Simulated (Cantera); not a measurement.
Input (Python, Cantera) and output of one run.

```python
import numpy as np
import cantera as ct

gas_names = """
    Fe FeO Fe(OH)2 H HO2 H2 H2O H2O2 H2S H2SO4 O OH O2 O3 S SH SO SO2 SO3 S2 S2O S8
""".split()
cond_names = """
    Fe(a) Fe(c) Fe(d) Fe(L) FeO(s) FeO(L) Fe(OH)2(s) Fe(OH)3(s) FeS(a) FeS(b) FeS(c) FeS(L) FeSO4(s)
    FeS2(s) Fe2O3(s) Fe2S3O12(s) Fe3O4(s) H2O(s) H2O(L) H2SO4(L) S(cr1) S(cr2) S(L)
""".split()


def load(file, names, dense=False):
    # The tables refer to 1 bar. Condensed volumes are neglected.
    table = {s.name: s for s in ct.Species.list_from_file(file)}
    out = []
    for n in names:
        d = dict(table[n].input_data)
        d["thermo"] = dict(d["thermo"], **{"reference-pressure": 1e5})
        if dense:
            d["equation-of-state"] = {"model": "constant-volume", "density": "1e6 g/cm^3"}
        out.append(ct.Species.from_dict(d))
    return out


gas = ct.Solution(thermo="ideal-gas", species=load("nasa_gas.yaml", gas_names))
cond = {s.name: ct.Solution(thermo="fixed-stoichiometry", species=[s], name=s.name)
        for s in load("nasa_condensed.yaml", cond_names, dense=True)}
atoms = {
    'FeS2': {'Fe': 1, 'S': 2},
    'O2': {'O': 2},
    'H2O': {'H': 2, 'O': 1},
}
top_T = {'FeSO4(s)': 950, 'FeS2(s)': 1010, 'Fe2O3(s)': 1830, 'Fe2S3O12(s)': 1100, 'Fe3O4(s)': 1870}  # K; cautious upper limits of use, not melting points


def equilibrate(T, P, feed):
    n = {}
    for name, mol in feed.items():
        for a, k in atoms[name].items():
            n[a] = n.get(a, 0.0) + k * mol
    gas.TPX = T, P, n
    mass = sum(n.values()) * gas.mean_molecular_weight
    gas.equilibrate("TP")
    valid = [c for c in cond.values() if c.min_temp <= T <= top_T.get(c.name, c.max_temp)]
    mix = ct.Mixture([(gas, mass / gas.mean_molecular_weight)] + [(c, 0.0) for c in valid])
    mix.T, mix.P = T, P
    mix.equilibrate("TP", solver="vcs", rtol=1e-11, max_steps=5000)
    return mix


results = []
feed = {'FeS2': 1, 'O2': 8, 'H2O': 0.046}  # mol
P = 5400  # Pa
for T in [623, 648, 673, 698, 723, 748, 773, 798, 823, 848, 873, 898]:
    mix = equilibrate(T, P, feed)
    results.append((T, P, feed, dict(zip(mix.species_names, mix.species_moles))))
    x = sorted(zip(gas.X, gas.species_names), reverse=True)
    print(f"T = {T:g} K  P = {P:g} Pa  gas = {mix.phase_moles(0):.4g} mol")
    print("   x: " + "  ".join(f"{s} {v:.3e}" for v, s in x if v > 1e-05))
    print("   condensed (mol): " + ("  ".join(f"{mix.phase(i).name} {mix.phase_moles(i):.4g}"
          for i in range(1, mix.n_phases) if mix.phase_moles(i) > 1e-12) or "none"))
```

It prints:

```
T = 623 K  P = 5400 Pa  gas = 4.796 mol
   x: O2 8.863e-01  SO3 1.039e-01  H2O 9.397e-03  SO2 2.034e-04  H2SO4 1.950e-04
   condensed (mol): Fe2S3O12(s) 0.5
T = 648 K  P = 5400 Pa  gas = 4.797 mol
   x: O2 8.863e-01  SO3 1.037e-01  H2O 9.493e-03  SO2 4.243e-04  H2SO4 9.698e-05
   condensed (mol): Fe2S3O12(s) 0.5
T = 673 K  P = 5400 Pa  gas = 4.798 mol
   x: O2 8.862e-01  SO3 1.033e-01  H2O 9.537e-03  SO2 8.356e-04  H2SO4 5.056e-05
   condensed (mol): Fe2S3O12(s) 0.5
T = 698 K  P = 5400 Pa  gas = 4.8 mol
   x: O2 8.863e-01  SO3 1.026e-01  H2O 9.557e-03  SO2 1.561e-03  H2SO4 2.751e-05
   condensed (mol): Fe2S3O12(s) 0.5
T = 723 K  P = 5400 Pa  gas = 4.803 mol
   x: O2 8.863e-01  SO3 1.013e-01  H2O 9.563e-03  SO2 2.775e-03  H2SO4 1.553e-05
   condensed (mol): Fe2S3O12(s) 0.5
T = 748 K  P = 5400 Pa  gas = 4.807 mol
   x: O2 8.864e-01  SO3 9.929e-02  H2O 9.560e-03  SO2 4.706e-03
   condensed (mol): Fe2S3O12(s) 0.5
T = 773 K  P = 5400 Pa  gas = 4.814 mol
   x: O2 8.866e-01  SO3 9.624e-02  H2O 9.549e-03  SO2 7.613e-03
   condensed (mol): Fe2S3O12(s) 0.5
T = 798 K  P = 5400 Pa  gas = 4.824 mol
   x: O2 8.868e-01  SO3 9.189e-02  SO2 1.174e-02  H2O 9.532e-03
   condensed (mol): Fe2S3O12(s) 0.5
T = 823 K  P = 5400 Pa  gas = 4.838 mol
   x: O2 8.871e-01  SO3 8.609e-02  SO2 1.726e-02  H2O 9.507e-03
   condensed (mol): Fe2S3O12(s) 0.5
T = 848 K  P = 5400 Pa  gas = 5.105 mol
   x: O2 8.493e-01  SO3 1.079e-01  SO2 3.376e-02  H2O 9.009e-03
   condensed (mol): Fe2O3(s) 0.07439  Fe2S3O12(s) 0.4256
T = 873 K  P = 5400 Pa  gas = 6.637 mol
   x: O2 6.917e-01  SO3 1.987e-01  SO2 1.026e-01  H2O 6.930e-03
   condensed (mol): Fe2O3(s) 0.5
T = 898 K  P = 5400 Pa  gas = 6.725 mol
   x: O2 6.957e-01  SO3 1.699e-01  SO2 1.275e-01  H2O 6.840e-03
   condensed (mol): Fe2O3(s) 0.5
```

Equilibrium computed with Cantera from the NASA thermochemical tables; the gas is ideal and each condensed phase is pure.
